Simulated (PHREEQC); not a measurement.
0.027 g of hydrous ferric oxide (600 m²/g; 0.2 weak and 0.005 strong sites per Fe, Dzombak-Morel constants, diffuse double layer) in 1 kg of water with 0.01 mol/kgw of an inert sodium salt and 1.5e-05 mol CuCl2, at 25 °C; the pH is set by adding NaOH or the inert anion's acid. O2 is buffered at 0.21 atm. CO2 from the air is kept out. Nothing may precipitate in this run.

Base run: PHREEQC, ion-association model, wateq4f.dat. Each further column changes one thing. The table gives Cu sorbed (%).

| pH | base | background salt from 0.01 to 0.001 mol/kgw | oxide from 0.027 to 0.14 g/kgw | 9.1e-06 mol/kgw NaF added |
|---|---|---|---|---|
| 4 | 0.3 | 0.2 | 1.4 | 0.3 |
| 5.12 | 10.5 | 9.0 | 42.1 | 10.8 |
| 5.88 | 46.1 | 42.0 | 89.7 | 46.9 |
| 7 | 93.7 | 92.4 | 99.7 | 93.7 |
| 8.12 | 94.5 | 94.1 | 99.8 | 94.5 |
| 8.88 | 93.7 | 93.9 | 99.8 | 93.7 |
| 10 | 91.7 | 93.2 | 99.7 | 91.7 |

The database's constant for dissolved Cu(OH)2 is higher than later reviews accept.
